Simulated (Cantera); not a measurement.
# Reactions in the system Cl-O-Ti

Standard-state values (1 bar) from the NASA 1993 polynomials, evaluated with Cantera. Values are per mole of reaction as written; species without (g) are pure solids or liquids, kept so even where they would boil at 1 bar.

3 Cl(g) + 2 Ti₄O₇ → TiCl₃ + 7 TiO₂

```json
[
 {"T (K)": "373", "ΔH° (kJ)": "-890.0", "ΔS° (J/K)": "-401.8", "ΔG° (kJ)": "-740.2", "log10 K": "103.65"},
 {"T (K)": "473", "ΔH° (kJ)": "-891.0", "ΔS° (J/K)": "-404.2", "ΔG° (kJ)": "-699.9", "log10 K": "77.29"},
 {"T (K)": "573", "ΔH° (kJ)": "-892.6", "ΔS° (J/K)": "-407.2", "ΔG° (kJ)": "-659.3", "log10 K": "60.10"},
 {"T (K)": "673", "ΔH° (kJ)": "-894.6", "ΔS° (J/K)": "-410.4", "ΔG° (kJ)": "-618.4", "log10 K": "48.00"},
 {"T (K)": "773", "ΔH° (kJ)": "-896.9", "ΔS° (J/K)": "-413.5", "ΔG° (kJ)": "-577.2", "log10 K": "39.01"},
 {"T (K)": "873", "ΔH° (kJ)": "-899.2", "ΔS° (J/K)": "-416.4", "ΔG° (kJ)": "-535.7", "log10 K": "32.05"},
 {"T (K)": "973", "ΔH° (kJ)": "-901.7", "ΔS° (J/K)": "-419.1", "ΔG° (kJ)": "-494.0", "log10 K": "26.52"}
]
```
